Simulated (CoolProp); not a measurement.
R143a at 416 K and 3.06 MPa is throttled through a valve to 0.743 MPa with no heat exchange. Each further row changes one setting.

The numbers come from the reference Helmholtz-energy equation of state, Lemmon and Jacobsen 2000 in CoolProp.

| case | temperature change (K) | final density (kg/m³) |
|---|---|---|
| as stated | -17.2 | 19.7 |
| outlet pressure 0.223 MPa | -21.3 | 5.79 |
| outlet pressure 0.966 MPa | -15.5 | 25.9 |
